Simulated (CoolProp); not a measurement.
Vapour-liquid equilibrium of propane (1) + isohexane (2) at 237.4 K; x and y are mole fractions of (1).

The numbers come from the multi-fluid Helmholtz-energy mixture model, Lemmon 2009 and Lemmon 2006; pair parameters Bell 2016 in CoolProp.

```tsv
x	bubble pressure (MPa)	y at the bubble point	dew pressure at overall composition x (MPa)	liquid density (mol/L)
0.05	0.008328	0.880	0.001097	8.320
0.2	0.02944	0.971	0.001301	8.865
0.35	0.04957	0.985	0.001598	9.470
0.5	0.06892	0.992	0.002072	10.14
0.65	0.08781	0.995	0.002945	10.89
0.8	0.1067	0.998	0.005088	11.73
0.95	0.1262	0.999	0.01865	12.67
```

No azeotrope shows between x = 0.05 and 0.95.

The pair parameters rest on a limited set of measurements; away from them the model extrapolates.
